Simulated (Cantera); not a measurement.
Feed: 1 mol borazine, 4.2 mol H2O, 32 mol N2, held at 2052 °C and 0.133 bar.

Equilibrium computed with Cantera from the NASA thermochemical tables; the gas is ideal and each condensed phase is pure. Candidate condensed phases: B, BN, B2O3, B3O3H3, H2O; 39 gas species. The feed counts by its element totals alone. The numbers say what is thermodynamically allowed, not how fast it happens.

Base state: N2 0.784, H2 0.148, HBO 0.0140, B2O3 0.0133, HBO2 0.0126, BO 0.0121, H 0.0116, B2O2 0.00238 (mole fractions); condensed: gas only.

Question: What changes in the equilibrium state with this change: temperature from 2052 °C to 950 °C?

Answer: 
```
species         before     after
------------  --------  --------
N2               0.784     0.823
H2               0.148     0.177
H2O            0.00195  0.000746
HBO             0.0140   1.34e-6
BO              0.0121     <1e-9
B2O3            0.0133   1.45e-7
H               0.0116   3.47e-7
HBO2            0.0126   8.59e-5
B2O2           0.00238     <1e-9
BO2           0.000198     <1e-9
OH             2.55e-5     <1e-9
BN(s), mol           0     0.221
B2O3(l), mol         0      1.39
```
Mutual solubility and eutectic melting of coexisting phases are not modelled.

Question: What changes in the equilibrium state with this change: N2 from 32 to 1.4 mol?

Answer: 
```json
[
 {"species": "H2", "before": "0.148", "after": "0.538"},
 {"species": "N2", "before": "0.784", "after": "0.244"},
 {"species": "HBO", "before": "0.0140", "after": "0.0577"},
 {"species": "B2O2", "before": "0.00238", "after": "0.0111"},
 {"species": "B2O3", "before": "0.0133", "after": "0.0515"},
 {"species": "HBO2", "before": "0.0126", "after": "0.0432"},
 {"species": "BO", "before": "0.0121", "after": "0.0260"},
 {"species": "H", "before": "0.0116", "after": "0.0221"},
 {"species": "H2O", "before": "0.00195", "after": "0.00590"},
 {"species": "BO2", "before": "0.000198", "after": "0.000356"},
 {"species": "OH", "before": "2.55e-5", "after": "4.04e-5"}
]
```

Question: What changes in the equilibrium state with this change: temperature from 2052 °C to 1675 °C?

Answer: 
```
species    before    after
-------  --------  -------
N2          0.784    0.793
H2          0.148    0.157
B2O3       0.0133   0.0184
H          0.0116  0.00123
BO         0.0121  0.00175
HBO2       0.0126  0.00947
HBO        0.0140   0.0147
OH        2.55e-5  3.30e-7
BO2      0.000198  8.09e-6
```
